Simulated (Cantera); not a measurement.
Input (Python, Cantera):

```python
import numpy as np
import cantera as ct

gas = ct.Solution("h2o2.yaml")
gas.TPX = 1025, 100000, {'H2': 0.84, 'O2': 1, 'N2': 1.9, 'H2O': 0.011}
reactor = ct.IdealGasConstPressureReactor(gas, energy="off", clone=False)
net = ct.ReactorNet([reactor])
net.rtol, net.atol = 1e-08, 1e-18
show = ['H2', 'O2', 'OH', 'H2O2', 'O', 'H2O']
times = np.geomspace(9e-06, 200, 14)

steps = ct.SolutionArray(gas, extra=["t"])
rows = []
print(f"{'t/s':>10s}{'T/K':>9s}{'P/Pa':>11s}" + "".join(f"{s:>11s}" for s in show))
for t in times:
    while net.time < t:
        t_next = net.step()
        steps.append(gas.state, t=t_next)
    rows.append([np.interp(t, steps.t, y) for y in (steps.T, steps.P, *steps(*show).X.T)])
    print(f"{t:10.3e}{rows[-1][0]:9.1f}{rows[-1][1]:11.4g}" + "".join(f"{x:11.3e}" for x in rows[-1][2:]))
rate = np.gradient(steps.T, steps.t)
print("integrator steps:", len(steps.t))
if steps.T.max() > steps.T[0] + 200:
    print(f"time of steepest temperature rise: {steps.t[rate.argmax()]:.4e} s")
gas.TPX = 1025, 100000, {'H2': 0.84, 'O2': 1, 'N2': 1.9, 'H2O': 0.011}
gas.equilibrate("TP")
print(f"equilibrium (TP): T = {gas.T:.1f} K  " + "  ".join(f"{s} {gas[s].X[0]:.3e}" for s in show))
```

It prints:

```
       t/s      T/K       P/Pa         H2         O2         OH       H2O2          O        H2O
 9.000e-06   1025.0      1e+05  2.239e-01  2.666e-01  7.568e-11  1.234e-12  2.021e-10  2.933e-03
 3.307e-05   1025.0      1e+05  2.239e-01  2.666e-01  1.761e-09  6.293e-11  4.868e-09  2.933e-03
 1.215e-04   1025.0      1e+05  2.210e-01  2.652e-01  1.030e-04  5.987e-06  1.596e-04  5.572e-03
 4.463e-04   1025.0      1e+05  6.370e-02  2.002e-01  8.234e-07  1.974e-04  9.581e-07  1.834e-01
 1.640e-03   1025.0      1e+05  6.246e-02  1.997e-01  1.108e-06  3.299e-04  1.312e-06  1.847e-01
 6.025e-03   1025.0      1e+05  5.474e-02  1.964e-01  2.137e-06  6.176e-04  2.121e-06  1.931e-01
 2.213e-02   1025.0      1e+05  2.917e-02  1.859e-01  2.188e-06  4.756e-04  1.789e-06  2.221e-01
 8.132e-02   1025.0      1e+05  4.789e-03  1.760e-01  1.355e-06  7.133e-05  6.545e-07  2.500e-01
 2.988e-01   1025.0      1e+05  4.183e-04  1.743e-01  3.444e-07  1.681e-06  3.716e-08  2.550e-01
 1.098e+00   1025.0      1e+05  5.284e-05  1.741e-01  9.035e-08  5.075e-08  1.618e-09  2.554e-01
 4.033e+00   1025.0      1e+05  3.845e-06  1.741e-01  4.356e-08  1.268e-09  7.854e-11  2.555e-01
 1.482e+01   1025.0      1e+05  1.253e-10  1.741e-01  2.574e-07  3.413e-10  1.145e-10  2.555e-01
 5.444e+01   1025.0      1e+05  1.115e-10  1.741e-01  2.833e-07  4.103e-10  1.386e-10  2.555e-01
 2.000e+02   1025.0      1e+05  1.115e-10  1.741e-01  2.833e-07  4.103e-10  1.386e-10  2.555e-01
integrator steps: 2555
equilibrium (TP): T = 1025.0 K  H2 1.115e-10  O2 1.741e-01  OH 2.833e-07  H2O2 4.103e-10  O 1.386e-10  H2O 2.555e-01
```

Computed with Cantera and the H2/O2 subset of GRI-Mech 3.0, which has no nitrogen chemistry. The temperature is held fixed by assumption; the heat of reaction is taken as removed at once.
